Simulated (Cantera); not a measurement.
A freely propagating, adiabatic, planar premixed flame of 24.7 % CO, 6.91 % H2, 14.4 % O2, 54.0 % N2, unburnt at 475 K and 760 Torr; mixture-averaged transport, grid criteria slope 0.08 and curve 0.16, no radiation.

Computed with Cantera and GRI-Mech 3.0 (53 species, 325 reactions). Burning velocities carry a grid error of a few per cent, more on coarse grids.

### Question
Predict: laminar burning velocity; thermal thickness; peak x(OH).

### Answer
| Item | Result |
|---|---|
| laminar burning velocity | 174 cm/s |
| thermal thickness | 0.612 mm |
| peak x(OH) | 0.00879 |
